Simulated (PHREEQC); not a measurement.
Dissolve 0.0052 mol K2CO3 and 0.0086 mol Cu(BF4)2 per kg of water at 40 °C. Closed to the air; pH follows from the charge balance.

Computed with PHREEQC (ion-association model, wateq4f.dat).

The pH is 3.88 and the ionic strength is 0.0343 mol/kgw. The total alkalinity comes out as -41.2 meq/kg.

| species | molality | activity | log γ |
|---|---|---|---|
| F- | 0.0118 | 0.00985 | -0.080 |
| BF4- | 0.0108 | 0.00890 | -0.084 |
| K+ | 0.0104 | 0.00866 | -0.079 |
| Cu+2 | 0.00759 | 0.00395 | -0.284 |
| CO2 | 0.00513 | 0.00517 | 0.003 |
| HF | 0.00257 | 0.00259 | 0.003 |
| H3BO3 | 0.00245 | 0.00247 | 0.003 |
| BF3OH- | 0.00207 | 0.00170 | -0.084 |
| BF2(OH)2- | 0.00187 | 0.00154 | -0.084 |
| CuF+ | 0.000962 | 0.000806 | -0.077 |
| H+ | 0.000153 | 0.000133 | -0.063 |
| HF2- | 0.000129 | 0.000107 | -0.080 |
| CuHCO3+ | 4.64e-5 | 3.89e-5 | -0.077 |

No solid was allowed to form. Away from 25 °C the constants follow the database's enthalpies or fits; those with neither stay at their 25 °C values. Real BF4- forms and hydrolyses slowly; the run takes it at equilibrium.
